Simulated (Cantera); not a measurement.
Feed: 1 mol Cr2O3, 77 mol H2, 0.18 mol H2O, at 14.0 Pa.

Equilibrium computed with Cantera from the NASA thermochemical tables; the gas is ideal and each condensed phase is pure. Candidate condensed phases: Cr, Cr2O3, H2O; 13 gas species. Kinetics and transport are ignored. All values below are at 1050 K.

Base state: H2 0.998, H2O 0.00233 (mole fractions); condensed: Cr2O3(s).

Task: What changes in the equilibrium state with this change: Cr2O3 replaced by SiO2?

Result: 
```json
[
 {"species": "H2", "before": "0.998", "after": "0.998"},
 {"species": "H2O", "before": "0.00233", "after": "0.00233"},
 {"species": "Cr2O3(s), mol", "before": "1.00", "after": "0"},
 {"species": "SiO2(β-quartz), mol", "before": "0", "after": "1.00"}
]
```
Further candidate phases: Si, SiO2.
